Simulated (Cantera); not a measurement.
A perfectly stirred reactor is fed with 10.9 % CH4, 1.09 % C2H6, 18.4 % O2, 69.0 % N2, 0.558 % CO2, equivalence ratio 1.4, at 1000000 Pa; it is adiabatic with a 675 K inlet, and is followed from long to short residence time, starting on the burning branch (τ in s: 0.076, 0.028, 0.01, 0.0038, 0.0014, 0.00051, 0.00019, 6.8e-05, 2.5e-05, 9.2e-06).

Computed with Cantera and GRI-Mech 3.0 (53 species, 325 reactions).

x: mole fraction; the columns are a selection and need not sum to one.

```json
[
 {"τ (s)": "0.076", "T (K)": "2251", "x CH4": "4.60e-5", "x C2H6": "1.81e-8", "x O2": "2.14e-5", "x CH2CO": "8.04e-8", "x NO": "8.77e-5"},
 {"τ (s)": "0.028", "T (K)": "2250", "x CH4": "?", "x C2H6": "?", "x O2": "?", "x CH2CO": "?", "x NO": "?"},
 {"τ (s)": "0.010", "T (K)": "2249", "x CH4": "?", "x C2H6": "?", "x O2": "?", "x CH2CO": "?", "x NO": "?"},
 {"τ (s)": "0.0038", "T (K)": "2248", "x CH4": "0.000519", "x C2H6": "4.52e-7", "x O2": "0.000302", "x CH2CO": "1.81e-6", "x NO": "0.000178"},
 {"τ (s)": "0.0014", "T (K)": "2245", "x CH4": "0.00102", "x C2H6": "1.42e-6", "x O2": "0.000738", "x CH2CO": "5.23e-6", "x NO": "0.000178"},
 {"τ (s)": "0.00051", "T (K)": "2236", "x CH4": "0.00179", "x C2H6": "4.46e-6", "x O2": "0.00178", "x CH2CO": "1.42e-5", "x NO": "0.000150"},
 {"τ (s)": "0.00019", "T (K)": "2212", "x CH4": "0.00294", "x C2H6": "1.39e-5", "x O2": "0.00416", "x CH2CO": "3.54e-5", "x NO": "0.000101"},
 {"τ (s)": "6.8e-5", "T (K)": "2138", "x CH4": "0.00570", "x C2H6": "6.08e-5", "x O2": "0.0114", "x CH2CO": "0.000106", "x NO": "3.52e-5"},
 {"τ (s)": "2.5e-5", "T (K)": "675", "x CH4": "0.109", "x C2H6": "0.0109", "x O2": "0.184", "x CH2CO": "<1e-12", "x NO": "<1e-12"},
 {"τ (s)": "9.2e-6", "T (K)": "675", "x CH4": "0.109", "x C2H6": "0.0109", "x O2": "0.184", "x CH2CO": "<1e-12", "x NO": "<1e-12"}
]
```

Question: What belongs in the gaps?

Answer: 
- 0.028, x CH4: 0.000107
- 0.028, x C2H6: 5.06e-8
- 0.028, x O2: 5.02e-5
- 0.028, x CH2CO: 2.19e-7
- 0.028, x NO: 0.000119
- 0.010, x CH4: 0.000248
- 0.010, x C2H6: 1.52e-7
- 0.010, x O2: 0.000126
- 0.010, x CH2CO: 6.39e-7
- 0.010, x NO: 0.000155
